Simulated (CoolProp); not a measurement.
Vapour-liquid equilibrium of carbon dioxide (1) + R227EA (2) at -8.95 °C; x and y are mole fractions of (1).

Computed with CoolProp (multi-fluid Helmholtz-energy mixture model, Span 1996 and Lemmon 2016; pair parameters Bell 2016).

### Question
Give the bubble pressure and the first vapour's composition at x = 0.35, 0.5, 0.65. Is there an azeotrope?

### Answer
x = 0.35: 0.9113 MPa, y = 0.874; x = 0.5: 1.265 MPa, y = 0.921; x = 0.65: 1.644 MPa, y = 0.952. No azeotrope shows between x = 0.05 and 0.95.

Pair parameters are fitted to limited data, so mixtures are less certain than the pure fluids.
